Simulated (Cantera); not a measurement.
A closed system holds: 1 mol (CH3)2SiCl2, 0.52 mol CH4, 2.5 mol H2, at 0.100 bar.

Equilibrium computed with Cantera from the NASA thermochemical tables; the gas is ideal and each condensed phase is pure. Candidate condensed phases: C, C6H6, C7H8, C8H18, Si, SiC; 109 gas species. The feed counts by its element totals alone. The tables' values for SiCl3, SiCl are old estimates; treat these amounts as uncertain. The numbers say what is thermodynamically allowed, not how fast it happens.

x: gas mole fraction; n: condensed amount in mol.

```
T (K)   x H2  x HCl     x SiCl4     x SiCl2  n C(graphite)  n SiC(s)
-----  -----  -----  ----------  ----------  -------------  --------
1073   0.812  0.154      0.0284     4.04e-5           1.72     0.777
1173   0.775  0.208      0.0141    0.000180           1.63     0.881
1273   0.751  0.241     0.00519    0.000514           1.57     0.948
1373   0.742  0.255  (withheld)  (withheld)           1.54     0.973
1473   0.739  0.258  (withheld)  (withheld)           1.54     0.977
1573   0.739  0.257    0.000174     0.00290           1.55     0.973
1673   0.740  0.255     6.63e-5     0.00424           1.55     0.964
1773   0.740  0.252     2.77e-5     0.00586           1.57     0.953
1873   0.741  0.248     1.25e-5     0.00773           1.58     0.939
1973   0.741  0.243     6.01e-6     0.00979           1.59     0.924
```

### Question
What belongs in the gaps?

### Answer

- 1473, x SiCl4: 0.000504
- 1473, x SiCl2: 0.00185
- 1373, x SiCl4: 0.00161
- 1373, x SiCl2: 0.00107
